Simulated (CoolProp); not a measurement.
A simple Rankine cycle with R365MFC: condensing at 309.15 K, boiler at 0.668 MPa, turbine inlet 380.6 K, turbine efficiency 0.9, pump efficiency 0.8, no recuperator. Each further row changes one setting.

Computed with CoolProp (reference Helmholtz-energy equation of state, Lemmon 2016).

```json
[
 {"case": "as stated", "thermal efficiency (%)": "13.0", "net work (kJ/kg)": "(withheld)", "heat in (kJ/kg)": "255", "turbine exit temperature (K)": "339.5", "volume ratio over the turbine": "7.99"},
 {"case": "turbine inlet 400.6 K", "thermal efficiency (%)": "12.8", "net work (kJ/kg)": "35.9", "heat in (kJ/kg)": "281", "turbine exit temperature (K)": "360.6", "volume ratio over the turbine": "(withheld)"},
 {"case": "condensing temperature 301.15 K", "thermal efficiency (%)": "(withheld)", "net work (kJ/kg)": "(withheld)", "heat in (kJ/kg)": "267", "turbine exit temperature (K)": "334.3", "volume ratio over the turbine": "(withheld)"},
 {"case": "boiler pressure 0.468 MPa", "thermal efficiency (%)": "11.0", "net work (kJ/kg)": "28.6", "heat in (kJ/kg)": "260", "turbine exit temperature (K)": "348.3", "volume ratio over the turbine": "5.39"},
 {"case": "turbine efficiency 0.8", "thermal efficiency (%)": "11.6", "net work (kJ/kg)": "(withheld)", "heat in (kJ/kg)": "255", "turbine exit temperature (K)": "342.9", "volume ratio over the turbine": "8.08"}
]
```

Problem. Fill in the missing entries.

Solution. 
- as stated, net work (kJ/kg): 33.3
- turbine inlet 400.6 K, volume ratio over the turbine: 7.78
- condensing temperature 301.15 K, thermal efficiency (%): 14.4
- condensing temperature 301.15 K, net work (kJ/kg): 38.3
- condensing temperature 301.15 K, volume ratio over the turbine: 10.8
- turbine efficiency 0.8, net work (kJ/kg): 29.5
